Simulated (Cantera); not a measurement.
Standard-state values (1 bar) from the NASA 1993 polynomials, evaluated with Cantera. Values are per mole of reaction as written; species without (g) are pure solids or liquids, kept so even where they would boil at 1 bar.

Q: Between 300 and 2225 K, where is each reaction favourable under standard conditions?
- F2(g) + MgO ⇌ MgF2 + O(g)

A: 
- F2(g) + MgO ⇌ MgF2 + O(g): ΔG° is -270 kJ at 300 K and -311 kJ at 2225 K; it stays negative (K > 1). ΔH° is -184 kJ and ΔS° 57 J/K at 2225 K.
